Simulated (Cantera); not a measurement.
A freely propagating, adiabatic, planar premixed flame of CH4 : H2 : O2 : N2 = 1 : 0.041 : 2.77 : 10.4 (molar parts), unburnt at 700 K and 440000 Pa; mixture-averaged transport, grid criteria slope 0.08 and curve 0.16, no radiation.

Computed with Cantera and GRI-Mech 3.0 (53 species, 325 reactions). Burning velocities carry a grid error of a few per cent, more on coarse grids.

Task: Predict: laminar burning velocity; thermal thickness; peak x(H2O2); peak x(HCO); peak x(CH3).

Result: 
| Property | Value |
|---|---|
| laminar burning velocity | 79.0 cm/s |
| thermal thickness | 0.118 mm |
| peak x(H2O2) | 4.72e-5 |
| peak x(HCO) | 2.07e-5 |
| peak x(CH3) | 0.00120 |
